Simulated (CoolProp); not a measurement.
Vapour-liquid equilibrium of benzene (1) + n-octane (2) at 0.0872 MPa; x and y are mole fractions of (1).

Computed with CoolProp (multi-fluid Helmholtz-energy mixture model, Thol 2012 and Beckmüller 2019; pair parameters Bell 2016).

```csv
x,bubble temperature (K),y at the bubble point,dew temperature at overall composition x (K),liquid density (mol/L)
0.05,388.6,0.171,392.1,5.564
0.2,376.3,0.513,387.6,6.098
0.35,367.4,0.697,382.6,6.680
0.5,361.1,0.804,376.8,7.333
0.65,356.5,0.875,369.9,8.087
0.8,352.8,0.931,361.4,8.982
0.95,349.5,0.982,351.5,10.07
```

No azeotrope shows between x = 0.05 and 0.95.

Pair parameters are fitted to limited data, so mixtures are less certain than the pure fluids.
